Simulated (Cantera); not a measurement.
An adiabatic, constant-volume homogeneous reactor starts with CH4 : C2H6 : O2 : N2 = 1 : 0.18 : 1.1 : 4.12 (molar parts), equivalence ratio 2.4, at 1248 K and 4.93 atm. Integrator tolerance rtol = 1e-08.

Detailed kinetics in Cantera: GRI-Mech 3.0 (53 species, 325 reactions).

**Question.** What does this change do: initial temperature 1248 to 1773 K?

**Answer.** 
| quantity | before | after |
|---|---|---|
| time of steepest temperature rise | 0.630 ms | 11.4 µs |
| temperature at 0.300 s | 2427 K | 2853 K |
| equilibrium temperature | 2427 K | 2853 K |
| x(CH4) at 0.300 s | 1.20e-8 (gas-phase equilibrium 1.35e-8) | 1.61e-9 (gas-phase equilibrium 1.80e-9) |
| x(C2H6) at 0.300 s | <1e-12 (gas-phase equilibrium <1e-12) | <1e-12 (gas-phase equilibrium <1e-12) |
| x(O2) at 0.300 s | 2.50e-7 (gas-phase equilibrium 2.50e-7) | 1.31e-5 (gas-phase equilibrium 1.31e-5) |
| x(C2H4) at 0.300 s | <1e-12 (gas-phase equilibrium <1e-12) | <1e-12 (gas-phase equilibrium <1e-12) |
| x(CH2CO) at 0.300 s | 1.56e-11 (gas-phase equilibrium 1.75e-11) | 6.51e-12 (gas-phase equilibrium 7.18e-12) |
| x(H) at 0.300 s | 0.00245 (gas-phase equilibrium 0.00245) | 0.0144 (gas-phase equilibrium 0.0144) |
| x(H2O) at 0.300 s | 0.0933 (gas-phase equilibrium 0.0933) | 0.0921 (gas-phase equilibrium 0.0921) |

**Question.** What does this change do: pressure from 4.93 atm to 18.8 atm?

**Answer.** 
```json
[
 {"quantity": "time of steepest temperature rise", "before": "0.630 ms", "after": "0.219 ms"},
 {"quantity": "temperature at 0.300 s", "before": "2427 K", "after": "2436 K"},
 {"quantity": "equilibrium temperature", "before": "2427 K", "after": "2436 K"},
 {"quantity": "x(CH4) at 0.300 s", "before": "1.20e-8 (gas-phase equilibrium 1.35e-8)", "after": "1.71e-7 (gas-phase equilibrium 1.89e-7)"},
 {"quantity": "x(C2H6) at 0.300 s", "before": "<1e-12 (gas-phase equilibrium <1e-12)", "after": "<1e-12 (gas-phase equilibrium <1e-12)"},
 {"quantity": "x(O2) at 0.300 s", "before": "2.50e-7 (gas-phase equilibrium 2.50e-7)", "after": "7.20e-8 (gas-phase equilibrium 7.20e-8)"},
 {"quantity": "x(C2H4) at 0.300 s", "before": "<1e-12 (gas-phase equilibrium <1e-12)", "after": "3.82e-12 (gas-phase equilibrium 4.22e-12)"},
 {"quantity": "x(CH2CO) at 0.300 s", "before": "1.56e-11 (gas-phase equilibrium 1.75e-11)", "after": "2.29e-10 (gas-phase equilibrium 2.53e-10)"},
 {"quantity": "x(H) at 0.300 s", "before": "0.00245 (gas-phase equilibrium 0.00245)", "after": "0.00131 (gas-phase equilibrium 0.00131)"},
 {"quantity": "x(H2O) at 0.300 s", "before": "0.0933 (gas-phase equilibrium 0.0933)", "after": "0.0935 (gas-phase equilibrium 0.0935)"}
]
```
The pressure lies above the range GRI-Mech 3.0 was tuned for (to about 10 atm).
